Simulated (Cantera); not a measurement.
Feed: 1 mol AlN, 2.6 mol O2, 4.4 mol N2, 0.0061 mol CO2, equilibrated at 133 Pa.

Equilibrium computed with Cantera from the NASA thermochemical tables; the gas is ideal and each condensed phase is pure. Candidate condensed phases: Al, AlN, Al2O3, C; 32 gas species. The numbers say what is thermodynamically allowed, not how fast it happens.

x: gas mole fraction; n: condensed amount in mol.

| T (K) | x N2 | x O2 | x O | x NO | x CO2 | n Al2O3(s) |
|---|---|---|---|---|---|---|
| 823 | 0.725 | 0.274 | 3.30e-12 | 3.22e-6 | 0.000903 | 0.500 |
| 923 | 0.725 | 0.274 | 1.79e-10 | 1.37e-5 | 0.000903 | 0.500 |
| 1023 | 0.725 | 0.274 | 4.46e-9 | 4.39e-5 | 0.000903 | 0.500 |
| 1123 | 0.725 | 0.274 | 6.30e-8 | 0.000114 | 0.000903 | 0.500 |
| 1223 | 0.725 | 0.274 | 5.79e-7 | 0.000254 | 0.000903 | 0.500 |
| 1323 | 0.725 | 0.274 | 3.81e-6 | 0.000502 | 0.000903 | 0.500 |
| 1423 | 0.725 | 0.273 | 1.93e-5 | 0.000900 | 0.000903 | 0.500 |
| 1523 | 0.724 | 0.273 | … | … | 0.000903 | 0.500 |
| 1623 | 0.724 | 0.272 | … | … | 0.000901 | 0.500 |
| 1723 | 0.723 | 0.272 | 0.000811 | 0.00345 | 0.000898 | 0.500 |
| 1823 | 0.722 | 0.270 | 0.00215 | 0.00487 | 0.000890 | 0.500 |
| 1923 | 0.720 | 0.267 | 0.00512 | 0.00663 | 0.000869 | 0.500 |
| 2023 | 0.717 | 0.262 | 0.0112 | 0.00869 | 0.000827 | 0.500 |
| 2123 | 0.712 | 0.254 | 0.0225 | 0.0110 | 0.000751 | 0.500 |

What belongs in the gaps?


- 1523, x O: 7.89e-5
- 1523, x NO: 0.00149
- 1623, x O: 0.000272
- 1623, x NO: 0.00233
